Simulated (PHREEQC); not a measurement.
FeCl3 is added in steps, without added water, to 1 kg of water holding 86 mmol/kgw AgNO3, 6.5 mmol/kgw KNO3 and 1 mmol/kgw Zn(NO3)2, at 85 °C. O2 is buffered at 0.21 atm. CO2 from the air is kept out. Solids allowed: Fe(OH)3(a), Zincite(c), Zn5(OH)8Cl2, Cerargyrite, Ag2O. Others were left out.

Base run: PHREEQC, ion-association model, wateq4f.dat. Each further column changes one thing. The table gives Ag+ (mol/kgw).

```tsv
FeCl3 added (mol)	base	Zn(NO3)2 replaced by LiNO3 at the same molality	0.027 mol/kgw HCl added	diluted 10-fold with water	no solid may form
0	0.0838	0.0838	0.0575	0.00857	0.0838
0.005875	0.0667	0.0667	0.0404	2.39e-6	0.0677
0.01469	0.0409	0.0409	0.0146	7.42e-7	0.0466
0.02056	0.0237	0.0238	1.31e-5	5.41e-7	0.0349
0.02644	0.00654	0.00654	1.82e-6	4.34e-7	0.0255
0.03231	3.28e-6	3.25e-6	1.01e-6	3.67e-7	0.0181
0.04113	1.02e-6	1.01e-6	6.24e-7	3.01e-7	0.0105
0.047	7.12e-7	7.08e-7	5.02e-7	2.71e-7	0.00716
```

At this temperature some constants are extrapolated from 25 °C, and those without enthalpy data are left unchanged. In at least one series the solution becomes supersaturated in solids that the run did not let form, among them Cerargyrite. Solids allowed in the column 'Zn(NO3)2 replaced by LiNO3 at the same molality': Fe(OH)3(a), Cerargyrite, Ag2O.
